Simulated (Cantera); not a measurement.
Sublimation and decomposition of ceramics: Si3N4 + H2

Input: 1 mol Si3N4, 3.5 mol H2, held at 53.3 Torr.

Cantera equilibrium calculation (NASA polynomials, part measured and part estimated; ideal gas, pure solids and liquids). Candidate condensed phases: Si, Si3N4; 18 gas species. The tables' values for SiN are old estimates; treat these amounts as uncertain. Gases not in the tables: Si2H6 and higher silanes. Rates play no part.

```csv
T (K),x H2,x N2,x H,x Si,x SiH,n Si(l)
2050,0.630,0.362,0.00676,0.00109,0.000139,2.99
2100,0.627,0.361,0.00926,0.00188,0.000215,2.99
2150,0.624,0.360,0.0125,0.00316,0.000325,2.98
2200,0.619,0.358,0.0166,0.00519,0.000482,2.96
2250,0.612,0.356,0.0218,0.00834,0.000700,2.94
2300,0.603,0.353,0.0282,0.0131,0.000998,2.91
2350,0.592,0.349,0.0360,0.0202,0.00140,2.86
2400,0.577,0.343,0.0453,0.0307,0.00192,2.79
2450,0.557,0.335,0.0563,0.0456,0.00259,2.68
```
x: gas mole fraction; n: condensed amount in mol.

From 2050 K to 2450 K the condensed part is Si(l). The main Si-bearing gas is Si throughout. The share of Si in condensed phases is highest at 2050 K (99.7 %) and lowest at 2450 K (89.3 %).
